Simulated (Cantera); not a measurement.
**Reactions in the system C-N-O-Ta**

Cantera with NASA thermochemical tables; ideal gases at 1 bar, condensed phases pure. Values are per mole of reaction as written; species without (g) are pure solids or liquids, kept so even where they would boil at 1 bar. TaC: taken at fixed stoichiometry.

7 NO(g) + Ta₂O₅ + 2 CO(g) ⇌ 7 NO₂(g) + 2 TaC

```json
[
 {"T (K)": "300", "ΔH° (kJ)": "1579.2", "ΔS° (J/K)": "-248.2", "ΔG° (kJ)": "1653.7", "log10 K": "-287.92", "condensed phases": "Ta₂O₅(s), TaC(s)"},
 {"T (K)": "775", "ΔH° (kJ)": "1562.4", "ΔS° (J/K)": "-285.7", "ΔG° (kJ)": "1783.8", "log10 K": "-120.22", "condensed phases": "Ta₂O₅(s), TaC(s)"},
 {"T (K)": "925", "ΔH° (kJ)": "1559.9", "ΔS° (J/K)": "-288.7", "ΔG° (kJ)": "1826.9", "log10 K": "-103.16", "condensed phases": "Ta₂O₅(s), TaC(s)"},
 {"T (K)": "1075", "ΔH° (kJ)": "1557.8", "ΔS° (J/K)": "-290.8", "ΔG° (kJ)": "1870.3", "log10 K": "-90.88", "condensed phases": "Ta₂O₅(s), TaC(s)"},
 {"T (K)": "1225", "ΔH° (kJ)": "1555.9", "ΔS° (J/K)": "-292.4", "ΔG° (kJ)": "1914.1", "log10 K": "-81.62", "condensed phases": "Ta₂O₅(s), TaC(s)"},
 {"T (K)": "1375", "ΔH° (kJ)": "1554.3", "ΔS° (J/K)": "-293.7", "ΔG° (kJ)": "1958.0", "log10 K": "-74.38", "condensed phases": "Ta₂O₅(s), TaC(s)"},
 {"T (K)": "1525", "ΔH° (kJ)": "1552.9", "ΔS° (J/K)": "-294.6", "ΔG° (kJ)": "2002.2", "log10 K": "-68.58", "condensed phases": "Ta₂O₅(s), TaC(s)"},
 {"T (K)": "1675", "ΔH° (kJ)": "1551.7", "ΔS° (J/K)": "-295.3", "ΔG° (kJ)": "2046.4", "log10 K": "-63.82", "condensed phases": "Ta₂O₅(s), TaC(s)"},
 {"T (K)": "1825", "ΔH° (kJ)": "1550.9", "ΔS° (J/K)": "-295.8", "ΔG° (kJ)": "2090.8", "log10 K": "-59.84", "condensed phases": "Ta₂O₅(s), TaC(s)"},
 {"T (K)": "1975", "ΔH° (kJ)": "1550.4", "ΔS° (J/K)": "-296.1", "ΔG° (kJ)": "2135.2", "log10 K": "-56.47", "condensed phases": "Ta₂O₅(s), TaC(s)"},
 {"T (K)": "2125", "ΔH° (kJ)": "1427.3", "ΔS° (J/K)": "-355.9", "ΔG° (kJ)": "2183.5", "log10 K": "-53.67", "condensed phases": "Ta₂O₅(l), TaC(s)"}
]
```
